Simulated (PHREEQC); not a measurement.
Solution (11 °C): 0.0057 mol MgCl2, 0.3 mol Na2SO4 and 0.063 mol KCl per kg of water. Closed to the air; pH follows from the charge balance.

The numbers come from PHREEQC with the ion-association model, phreeqc.dat.

No solid was allowed to form.

Question: Estimate the ionic strength, activity of water, density.

Answer: ionic strength 0.770 mol/kgw; activity of water 0.984; density 1.041 g/cm³.

Question: In which forms is S present?

Answer: SO4-2 66 %, NaSO4- 30 %, KSO4- 3.2 %, MgSO4 1.1 % of the S.

The ionic strength is past about 0.7 mol/kgw, beyond the range of this activity model, so the values are rough. Away from 25 °C the constants follow the database's enthalpies or fits; those with neither stay at their 25 °C values.
